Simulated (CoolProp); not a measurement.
Vapour-liquid equilibrium of R113 (1) + acetone (2) at 106.15 °C; x and y are mole fractions of (1).

Computed with CoolProp (multi-fluid Helmholtz-energy mixture model, Marx 1992 and Lemmon 2006; pair parameters Bell 2016).

Question: Give the bubble pressure and the first vapour's composition at x = 0.05, 0.575, 0.65. Is there an azeotrope?

Answer: x = 0.05: 0.4602 MPa, y = 0.094; x = 0.575: 0.5687 MPa, y = 0.586; x = 0.65: 0.5686 MPa, y = 0.638. y crosses x between x = 0.575 and 0.65: the model has an azeotrope there.

Pair parameters are fitted to limited data, so mixtures are less certain than the pure fluids.
